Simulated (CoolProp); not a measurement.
Saturated liquid density (kg/m³) of fluorine: the reference equation beside estimates from Tc = 144.4 K, pc = 5.240 MPa, ω = 0.045.

Computed with CoolProp (reference Helmholtz-energy equation of state, de Reuck 1990).

| T (K) | reference | van der Waals | Redlich-Kwong | Soave-Redlich-Kwong |
|---|---|---|---|---|
| 75.7 | 1565 | 1072 | 1589 | 1574 |
| 79.7 | 1539 | 1054 | 1560 | 1546 |
| 83.7 | 1511 | 1036 | 1529 | 1517 |
| 87.8 | 1482 | 1016 | 1495 | 1485 |
| 91.8 | 1453 | 996.5 | 1460 | 1452 |
| 95.8 | 1423 | 975.6 | 1424 | 1417 |
| 99.8 | 1392 | 953.7 | 1385 | 1380 |
| 103.8 | 1359 | 930.6 | 1344 | 1341 |
| 107.8 | 1325 | 906.2 | 1300 | 1299 |
| 111.8 | 1289 | 880.3 | 1254 | 1254 |
| 115.8 | 1251 | 852.6 | 1204 | 1205 |
| 119.8 | 1210 | 822.7 | 1150 | 1153 |

Absolute difference from the reference over all 12 rows, mean and median: van der Waals 31.6 and 31.5 %, Redlich-Kwong 1.7 and 1.3 %, Soave-Redlich-Kwong 1.4 and 0.7 %.
